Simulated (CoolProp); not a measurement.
A Linde-Hampson liquefier for ethylene: isothermal reversible compression at 290 K from 1 atm to 10 MPa, throttling to 1 atm, return gas leaving the recuperator 10 K below the feed. Each further row changes one setting.

The numbers come from the reference Helmholtz-energy equation of state, Smukala 2000 in CoolProp.

```tsv
case	liquid yield per pass	compression work (kJ/kg of gas)
as stated	___	325
high pressure 20 MPa	___	___
warm-end temperature 320 K	___	386
warm-end gap 15 K	0.463	325
```

### Question
What belongs in the gaps?

### Answer

- as stated, liquid yield per pass: 0.469
- high pressure 20 MPa, liquid yield per pass: 0.496
- high pressure 20 MPa, compression work (kJ/kg of gas): 350
- warm-end temperature 320 K, liquid yield per pass: 0.304
